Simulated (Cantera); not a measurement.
An isothermal, constant-pressure homogeneous reactor starts with NO : N2 = 1 : 0.47 (molar parts), at 1575 K and 1.09 atm. Integrator tolerance rtol = 1e-08.

Cantera simulation using GRI-Mech 3.0 (53 species, 325 reactions); the numbers are that mechanism's predictions, not measurements.

### Question
What does this change do: temperature 1575 to 1650 K?

### Answer
| quantity | before | after |
|---|---|---|
| x(NO) at 200 s | 0.0766 (gas-phase equilibrium 0.00203) | 0.0267 (gas-phase equilibrium 0.00278) |
| x(O) at 200 s | 5.65e-6 (gas-phase equilibrium 5.98e-6) | 1.42e-5 (gas-phase equilibrium 1.45e-5) |
| x(N2O) at 200 s | 2.14e-6 (gas-phase equilibrium 1.17e-7) | 4.08e-7 (gas-phase equilibrium 1.57e-7) |
| x(NO2) at 200 s | 0.000414 (gas-phase equilibrium 1.16e-5) | 0.000123 (gas-phase equilibrium 1.31e-5) |
| x(O2) at 200 s | 0.301 (gas-phase equilibrium 0.339) | 0.327 (gas-phase equilibrium 0.339) |
| x(N2) at 200 s | 0.621 (gas-phase equilibrium 0.659) | 0.646 (gas-phase equilibrium 0.658) |

### Question
What does this change do: pressure from 1.09 atm to 0.0207 atm?

### Answer
```json
[
 {"quantity": "x(NO) at 200 s", "before": "0.0766 (gas-phase equilibrium 0.00203)", "after": "0.595 (gas-phase equilibrium 0.00203)"},
 {"quantity": "x(O) at 200 s", "before": "5.65e-6 (gas-phase equilibrium 5.98e-6)", "after": "1.75e-5 (gas-phase equilibrium 4.33e-5)"},
 {"quantity": "x(N2O) at 200 s", "before": "2.14e-6 (gas-phase equilibrium 1.17e-7)", "after": "0.000109 (gas-phase equilibrium 1.61e-8)"},
 {"quantity": "x(NO2) at 200 s", "before": "0.000414 (gas-phase equilibrium 1.16e-5)", "after": "0.000158 (gas-phase equilibrium 1.60e-6)"},
 {"quantity": "x(O2) at 200 s", "before": "0.301 (gas-phase equilibrium 0.339)", "after": "0.0422 (gas-phase equilibrium 0.339)"},
 {"quantity": "x(N2) at 200 s", "before": "0.621 (gas-phase equilibrium 0.659)", "after": "0.362 (gas-phase equilibrium 0.659)"}
]
```
Radical loss at walls, strong at low pressure, is not modelled.
